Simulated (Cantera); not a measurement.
An adiabatic, constant-pressure homogeneous reactor starts with CO : H2 : O2 : N2 = 1 : 0.18 : 0.776 : 2.92 (molar parts), equivalence ratio 0.76, at 1350 K and 1.10 bar.

Computed with Cantera and GRI-Mech 3.0 (53 species, 325 reactions).

One state of this run: T (K) = 1498; x CO = 0.178; x H2 = 0.00397; x O2 = 0.122; x NO2 = 9.25e-10; x NO = 1.94e-6. x: mole fraction; the columns are a selection and need not sum to one.

Question: Which value of t (s) does it belong to?
A. 0.200
B. 4.43e-5
C. 0.000147
D. 1.33e-5

Answer: B, 4.43e-5
